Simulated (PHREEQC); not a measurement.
# Copper plating or etch bath: an equilibrium model

A solution holds 0.015 mol/kgw CuCl2, 0.0022 mol/kgw HNO3 and 0.00064 mol/kgw Na2SO4, at 25 °C. Closed to the air; pH follows from the charge balance.

Model: ion-association model, phreeqc.dat, run in PHREEQC.

Each row changes one thing in this solution. No solid was allowed to form.

```
case                                             pH  ionic strength (mol/kgw)  Cu+2 (mol/kgw)  CuCl+ (mol/kgw)  SO4-2 (mol/kgw)  CuSO4 (mol/kgw)
---------------------------------------------  ----  ------------------------  --------------  ---------------  ---------------  ---------------
as made                                        2.73                    0.0470          0.0142         0.000550         0.000362         0.000239
CuCl2 from 0.015 to 0.03 mol/kgw               2.74                    0.0892          0.0279          0.00180         0.000323         0.000288
Na2SO4 from 0.00064 to 0.000576 mol/kgw        2.73                    0.0469          0.0142         0.000551         0.000326         0.000216
Na2SO4 from 0.00064 to 0.0032 mol/kgw          2.76                    0.0509          0.0134         0.000508          0.00188          0.00112
Na2SO4 replaced by CaSO4 at the same molality  2.73                    0.0476          0.0142         0.000549         0.000359         0.000235
Na2SO4 from 0.00064 to 0.000704 mol/kgw        2.73                    0.0471          0.0142         0.000549         0.000399         0.000263
diluted 100-fold with water                    4.67                  0.000490        0.000150          1.09e-7          6.23e-6          1.56e-7
```
